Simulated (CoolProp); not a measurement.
Computed with CoolProp (reference Helmholtz-energy equation of state, de Vries 1995).

Q: Give the vapour pressure (MPa), vapour density (kg/m³), liquid cp (kJ/(kg K)), surface tension (mN/m) of saturated R124 at 238.7 K.

A: 
| T (K) | p (MPa) | vapour density (kg/m³) | liquid cp (kJ/(kg K)) | surface tension (mN/m) |
|---|---|---|---|---|
| 238.7 | 0.0355 | 2.49 | 1.03 | 17.1 |

Surface tension comes from a separate correlation (Mulero 2012).
